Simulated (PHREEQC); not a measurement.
Solution (55 °C): 0.26 mol/kgw MgBr2. It is in equilibrium with CO2 at log p = 0 (atm). Otherwise closed; pH follows from the charge balance.

All values are PHREEQC results (ion-association model with the Davies equation for every ion, phreeqc.dat), not measurements.

Task: The ionic strength comes out as 0.780 mol/kgw. What activity coefficients do MgHCO3+, H+, Mg+2, HCO3-, Br- get?

Result: MgHCO3+ 0.75, H+ 0.75, Mg+2 0.31, HCO3- 0.75, Br- 0.75.

Precipitation was switched off in this run. Caution: at this ionic strength the ion-association model is outside its range; a Pitzer model would be the better tool where its parameters exist. At this temperature some constants are extrapolated from 25 °C, and those without enthalpy data are left unchanged.
